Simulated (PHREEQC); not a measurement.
Solution (25 °C): 3.8 mmol/kgw HF, 0.14 mmol/kgw NaF, 0.26 mmol/kgw H4SiO4 and 0.14 mmol/kgw CdSO4. Closed to the air; pH follows from the charge balance.

The numbers come from PHREEQC with the ion-association model, phreeqc.dat.

No solid was allowed to form.

Q: Predict the pH, ionic strength.

A: pH 2.92; ionic strength 0.00213 mol/kgw.

Q: In which forms is S present?

A: SO4-2 89 %, HSO4- 8.9 %, CdSO4 2.3 % of the S.

SiF6-2 is the database's only silicon fluoride.
